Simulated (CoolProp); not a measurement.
Vapour-liquid equilibrium of propane (1) + neopentane (2) at 0.737 MPa; x and y are mole fractions of (1).

Model: multi-fluid Helmholtz-energy mixture model, Lemmon 2009 and Lemmon 2006; pair parameters Bell 2016, in CoolProp.

### Question
Give the bubble temperature and the first vapour's composition at x = 0.05, 0.2, 0.35. Is there an azeotrope?

### Answer
x = 0.05: 349.8 K, y = 0.105; x = 0.2: 340.3 K, y = 0.372; x = 0.35: 330.6 K, y = 0.590. No azeotrope shows between x = 0.05 and 0.95.

Pair parameters are fitted to limited data, so mixtures are less certain than the pure fluids.
